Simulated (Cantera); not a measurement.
Charge: 1 mol SiCl4, 0.21 mol NH3, 0.5 mol H2, 27 mol N2.

Equilibrium computed with Cantera from the NASA thermochemical tables; the gas is ideal and each condensed phase is pure. Candidate condensed phases: NH4Cl, Si, Si3N4; 28 gas species. The tables' values for SiCl3 are old estimates. The numbers say what is thermodynamically allowed, not how fast it happens.

Q: What condenses at these points (T in K, P in Pa): (1550, 8400); (1550, 2400); (1625, 100000); (1650, 17); (1650, 710)?

A: 
```
T (K)  P in Pa  condensed phases  Si condensed (%)
-----  -------  ----------------  ----------------
1550      8400          gas only               0.0
1550      2400          gas only               0.0
1625    100000             Si3N4              14.5
1650        17          gas only               0.0
1650       710          gas only               0.0
```
